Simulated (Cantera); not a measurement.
## PbO + H₂ (iron carbonyl, mercury and lead vapours)

A closed system holds: 1 mol PbO, 2.8 mol H₂, equilibrated at 0.133 bar.

Equilibrium computed with Cantera from the NASA thermochemical tables; the gas is ideal and each condensed phase is pure. Candidate condensed phases: H₂O, Pb, PbO, PbO₂, Pb₃O₄; 12 gas species. Rates play no part.

```json
[
 {"T (K)": "500", "log p H₂": "-1.07", "log p H₂O": "-1.32", "log p Pb": "<-12", "log p Pb₂": "<-12", "n Pb(s)": "1.00", "n Pb(l)": "0"},
 {"T (K)": "600", "log p H₂": "-1.07", "log p H₂O": "-1.32", "log p Pb": "-11.29", "log p Pb₂": "<-12", "n Pb(s)": "1.00", "n Pb(l)": "0"},
 {"T (K)": "700", "log p H₂": "-1.07", "log p H₂O": "-1.32", "log p Pb": "-8.95", "log p Pb₂": "<-12", "n Pb(s)": "0", "n Pb(l)": "1.00"},
 {"T (K)": "800", "log p H₂": "-1.07", "log p H₂O": "-1.32", "log p Pb": "-7.21", "log p Pb₂": "<-12", "n Pb(s)": "0", "n Pb(l)": "1.000"},
 {"T (K)": "900", "log p H₂": "-1.07", "log p H₂O": "-1.32", "log p Pb": "-5.86", "log p Pb₂": "-12.09", "n Pb(s)": "0", "n Pb(l)": "1.000"},
 {"T (K)": "1000", "log p H₂": "-1.07", "log p H₂O": "-1.32", "log p Pb": "-4.79", "log p Pb₂": "-10.29", "n Pb(s)": "0", "n Pb(l)": "1.000"},
 {"T (K)": "1100", "log p H₂": "-1.07", "log p H₂O": "-1.32", "log p Pb": "-3.92", "log p Pb₂": "-8.83", "n Pb(s)": "0", "n Pb(l)": "0.997"},
 {"T (K)": "1200", "log p H₂": "-1.07", "log p H₂O": "-1.32", "log p Pb": "-3.19", "log p Pb₂": "-7.62", "n Pb(s)": "0", "n Pb(l)": "0.986"},
 {"T (K)": "1300", "log p H₂": "-1.08", "log p H₂O": "-1.33", "log p Pb": "-2.58", "log p Pb₂": "-6.60", "n Pb(s)": "0", "n Pb(l)": "0.944"},
 {"T (K)": "1400", "log p H₂": "-1.10", "log p H₂O": "-1.35", "log p Pb": "-2.06", "log p Pb₂": "-5.73", "n Pb(s)": "0", "n Pb(l)": "0.804"}
]
```
log p: log10 of the partial pressure in bar; n: condensed amount in mol.

From 500 K to 600 K the condensed part is Pb(s). From 700 K to 1400 K the condensed part is Pb(l).
